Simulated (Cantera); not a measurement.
A closed system holds: 1 mol Ta, 1.1 mol O2, 19 mol H2, held at 10.0 mbar.

These are equilibrium values from Cantera (NASA tables, ideal gas, pure condensed phases), not measurements of a reactor. Candidate condensed phases: H2O, Ta, Ta2O5; 12 gas species. Mutual solubility and eutectic melting of coexisting phases are not modelled. Condensed phases not in the tables: N, O or C dissolved in the metal. Kinetics and transport are ignored.

Over these rows the condensed part is Ta(s) + Ta2O5(s). Partial pressures as log10 of bar:

| T (K) | 1000/T (1/K) | log p H2O | log p H2 |
|---|---|---|---|
| 1248 | 0.8013 | -7.10 | -2.00 |
| 1348 | 0.7418 | -6.62 | -2.00 |
| 1448 | 0.6906 | -6.22 | -2.00 |
| 1548 | 0.6460 | -5.86 | -2.00 |
| 1648 | 0.6068 | -5.56 | -2.00 |
| 1748 | 0.5721 | ? | -2.00 |

Q: Fit log p(H2O) = a + b·(1000/T) to the five rows, give the apparent enthalpy, and predict the row at 1748 K.

A: Means: 1000/T = 0.6973, log p = -6.272. Sxy = -0.187518, Sxx = 0.0236631, so b = -7.92 and a = -6.272 − (-7.92)×0.6973 = -0.75.
Apparent enthalpy: −19.145 × (-7.92) = 152 kJ/mol. With the condensed phases at unit activity, 1/5 Ta2O5(s) + H2(g) = H2O(g) + 2/5 Ta(s) links this pressure to the main gases: over the six rows their terms move log p by +0.00 in all, so the slope is close to that reaction's ΔH°. The five rows lie within 0.01 of the line.
Prediction at 1748 K: -0.75 + (-7.92)×0.5721 = -5.28. The computed value is -5.29, 0.01 from the line.
